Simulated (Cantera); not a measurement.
An isothermal, constant-pressure homogeneous reactor starts with H2 : O2 = 0.08 : 1 (molar parts), at 1175 K and 10.00 Torr.

Cantera simulation using the H2/O2 subset of GRI-Mech 3.0, which has no nitrogen chemistry; the numbers are that mechanism's predictions, not measurements. Radical loss at walls, strong at low pressure, is not modelled. The temperature is held fixed by assumption; the heat of reaction is taken as removed at once.

One state of this run: x H2 = 5.18e-8; x O2 = 0.923; x H2O2 = 1.18e-9; x OH = 2.49e-5; x O = 1.21e-6; x H = 2.38e-9. x: mole fraction; the columns are a selection and need not sum to one.

Which value of t (s) does it belong to?
A. 14.3
B. 0.0460
C. 0.811
D. 3.40

A, 14.3
